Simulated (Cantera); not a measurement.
Feed: 1 mol AlCl3, 4.5 mol N2, 120 mol H2, held at 1600 K and 2.18 Torr.

Cantera equilibrium calculation (NASA polynomials, part measured and part estimated; ideal gas, pure solids and liquids). Candidate condensed phases: Al, AlCl3, AlN, NH4Cl; 20 gas species. The tables' values for AlCl2 are old estimates; treat these amounts as uncertain. The numbers say what is thermodynamically allowed, not how fast it happens.

Base state: H2 0.940, N2 0.0356, HCl 0.0155, AlCl 0.00767, H 0.000979, AlCl2 0.000203, AlCl3 2.95e-5, Cl 1.28e-5 (mole fractions); condensed: gas only.

**Question.** What changes in the equilibrium state with this change: pressure from 2.18 Torr to 1.05 Torr?

**Answer.** 
```tsv
species	before	after
H2	0.940	0.940
N2	0.0356	0.0356
HCl	0.0155	0.0156
H	0.000979	0.00141
AlCl	0.00767	0.00774
AlCl3	2.95e-5	1.45e-5
Cl	1.28e-5	1.85e-5
AlCl2	0.000203	0.000143
```

**Question.** What changes in the equilibrium state with this change: pressure from 2.18 Torr to 1.00 Torr?

**Answer.** 
```csv
species,before,after
H2,0.940,0.939
N2,0.0356,0.0355
HCl,0.0155,0.0156
H,0.000979,0.00144
AlCl,0.00767,0.00774
AlCl3,2.95e-5,1.39e-5
Cl,1.28e-5,1.90e-5
AlCl2,0.000203,0.000140
```

**Question.** What changes in the equilibrium state with this change: temperature from 1600 K to 700 K?

**Answer.** 
| species | before | after |
|---|---|---|
| H2 | 0.940 | 0.945 |
| N2 | 0.0356 | 0.0321 |
| HCl | 0.0155 | 0.0228 |
| AlCl | 0.00767 | <1e-9 |
| AlCl3 | 2.95e-5 | 0.000368 |
| H | 0.000979 | <1e-9 |
| AlCl2 | 0.000203 | <1e-9 |
| Cl | 1.28e-5 | <1e-9 |
| AlN(s), mol | 0 | 0.954 |
